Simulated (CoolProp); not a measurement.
Saturated liquid density (kg/m³) of octamethyltrisiloxane (MDM): the reference equation beside estimates from Tc = 292.2 °C, pc = 14.38 bar, ω = 0.528.

Computed with CoolProp (reference Helmholtz-energy equation of state, Thol 2017).

| T (°C) | reference | Redlich-Kwong | Soave-Redlich-Kwong |
|---|---|---|---|
| 64.05 | 775.3 | 658.2 | 701.5 |
| 66.85 | 772.4 | ___ | 699.4 |
| 69.55 | 769.6 | 653.1 | ___ |
| 72.35 | 766.6 | ___ | ___ |
| 75.05 | 763.7 | 647.9 | 692.8 |
| 77.85 | ___ | 645.2 | 690.5 |
| 80.55 | 757.9 | 642.6 | 688.2 |
| 83.35 | 754.9 | 639.9 | 685.9 |
| 86.05 | 752.0 | 637.2 | 683.6 |
| 88.85 | 748.9 | 634.4 | 681.1 |
| 91.55 | 746.0 | 631.7 | 678.8 |
| 94.35 | ___ | ___ | 676.3 |
| 97.05 | 740.0 | 626.1 | 673.8 |
| 99.85 | 736.9 | 623.2 | 671.2 |

Question: Fill in the missing entries.

Answer: 
- 66.85, Redlich-Kwong: 655.6
- 69.55, Soave-Redlich-Kwong: 697.2
- 72.35, Redlich-Kwong: 650.5
- 72.35, Soave-Redlich-Kwong: 695.0
- 77.85, reference: 760.8
- 94.35, reference: 743.0
- 94.35, Redlich-Kwong: 628.9

Absolute difference from the reference over all 14 rows, mean and median: Redlich-Kwong 15.2 and 15.2 %, Soave-Redlich-Kwong 9.2 and 9.2 %.
